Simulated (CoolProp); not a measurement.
Saturation properties of vinyl chloride.

Computed with CoolProp (reference Helmholtz-energy equation of state, Thol 2022).

```
T (K)     p (MPa)  liquid density (kg/m³)  enthalpy of vaporisation (kJ/kg)  liquid cp (kJ/(kg K))
-----  ----------  ----------------------  --------------------------------  ---------------------
216.2     0.01132                    1046                             389.8                  1.480
219.5  (withheld)                    1040                             387.1             (withheld)
222.9     0.01701                    1034                             384.4                  1.476
226.2     0.02058                    1028                             381.7                  1.475
229.5     0.02472                    1022                             379.1                  1.474
232.9     0.02968              (withheld)                        (withheld)                  1.473
236.2     0.03524                    1011                             373.7                  1.473
239.5     0.04160                    1005                             371.1                  1.473
242.9     0.04908                   998.9                             368.4                  1.473
246.2     0.05733                   993.1                        (withheld)                  1.474
249.6     0.06694                   987.1                             363.1                  1.475
252.9     0.07745                   981.3                        (withheld)                  1.477
256.2     0.08921              (withheld)                        (withheld)                  1.479
259.6      0.1028                   969.5                             355.0                  1.481
262.9      0.1174                   963.7                             352.3                  1.484
```

Q: Some entries are withheld; supply them.

A: 
- 219.5, p (MPa): 0.01389
- 219.5, liquid cp (kJ/(kg K)): 1.478
- 232.9, liquid density (kg/m³): 1016
- 232.9, enthalpy of vaporisation (kJ/kg): 376.4
- 246.2, enthalpy of vaporisation (kJ/kg): 365.8
- 252.9, enthalpy of vaporisation (kJ/kg): 360.4
- 256.2, liquid density (kg/m³): 975.5
- 256.2, enthalpy of vaporisation (kJ/kg): 357.8

It boils at 259.3 K under 1 atm.
